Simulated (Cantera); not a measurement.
An isothermal, constant-pressure homogeneous reactor starts with CH4 : CO2 = 1 : 1.9 (molar parts), at 1875 K and 105 Torr.

Detailed kinetics in Cantera: GRI-Mech 3.0 (53 species, 325 reactions).

x: mole fraction; the columns are a selection and need not sum to one.

```json
[
 {"t (s)": "0.000400", "x CH4": "0.321", "x CO2": "0.647", "x O2": "1.15e-11", "x O": "1.63e-9", "x C2H6": "0.000378", "x H": "5.75e-5"},
 {"t (s)": "0.00108", "x CH4": "?", "x CO2": "0.598", "x O2": "2.11e-10", "x O": "?", "x C2H6": "?", "x H": "?"},
 {"t (s)": "0.00292", "x CH4": "0.122", "x CO2": "0.492", "x O2": "1.24e-9", "x O": "8.24e-9", "x C2H6": "0.000137", "x H": "0.000357"},
 {"t (s)": "0.00787", "x CH4": "?", "x CO2": "?", "x O2": "?", "x O": "?", "x C2H6": "?", "x H": "?"},
 {"t (s)": "0.0213", "x CH4": "0.0108", "x CO2": "0.191", "x O2": "2.71e-8", "x O": "4.05e-8", "x C2H6": "4.83e-6", "x H": "0.000543"},
 {"t (s)": "0.0574", "x CH4": "0.00690", "x CO2": "0.127", "x O2": "2.65e-8", "x O": "5.28e-8", "x C2H6": "1.84e-6", "x H": "0.000683"},
 {"t (s)": "0.155", "x CH4": "0.00456", "x CO2": "0.0850", "x O2": "1.75e-8", "x O": "5.75e-8", "x C2H6": "5.85e-7", "x H": "0.000774"},
 {"t (s)": "0.418", "x CH4": "0.00160", "x CO2": "0.0626", "x O2": "1.36e-8", "x O": "6.39e-8", "x C2H6": "5.97e-8", "x H": "0.000826"},
 {"t (s)": "1.13", "x CH4": "1.92e-5", "x CO2": "0.0579", "x O2": "1.48e-8", "x O": "7.56e-8", "x C2H6": "9.31e-12", "x H": "0.000901"},
 {"t (s)": "3.05", "x CH4": "1.97e-10", "x CO2": "0.0579", "x O2": "1.60e-8", "x O": "8.17e-8", "x C2H6": "<1e-12", "x H": "0.000937"},
 {"t (s)": "8.23", "x CH4": "1.97e-10", "x CO2": "0.0579", "x O2": "1.60e-8", "x O": "8.17e-8", "x C2H6": "<1e-12", "x H": "0.000937"},
 {"t (s)": "22.2", "x CH4": "1.97e-10", "x CO2": "0.0579", "x O2": "1.60e-8", "x O": "8.17e-8", "x C2H6": "<1e-12", "x H": "0.000937"},
 {"t (s)": "60.0", "x CH4": "1.97e-10", "x CO2": "0.0579", "x O2": "1.60e-8", "x O": "8.17e-8", "x C2H6": "<1e-12", "x H": "0.000937"}
]
```

### Question
Fill in the missing entries.

### Answer

- 0.00108, x CH4: 0.231
- 0.00108, x O: 6.44e-9
- 0.00108, x C2H6: 0.000472
- 0.00108, x H: 0.000220
- 0.00787, x CH4: 0.0463
- 0.00787, x CO2: 0.344
- 0.00787, x O2: 5.11e-9
- 0.00787, x O: 1.43e-8
- 0.00787, x C2H6: 3.04e-5
- 0.00787, x H: 0.000423
